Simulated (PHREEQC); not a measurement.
## Copper plating or etch bath: speciation

Dissolve 0.0083 mol/kgw CuCl2, 0.066 mol/kgw HBF4 and 0.02 mol/kgw Na2SO4 at 20 °C. Closed to the air; pH follows from the charge balance.

Computed with PHREEQC (ion-association model, wateq4f.dat).

Precipitation was switched off in this run.

Estimate the pH, ionic strength.

pH 1.37; ionic strength 0.120 mol/kgw.

In which forms is F present?

BF4- 93 %, HF 4.0 %, BF3OH- 2.1 % of the F.

Real BF4- forms and hydrolyses slowly; the run takes it at equilibrium.
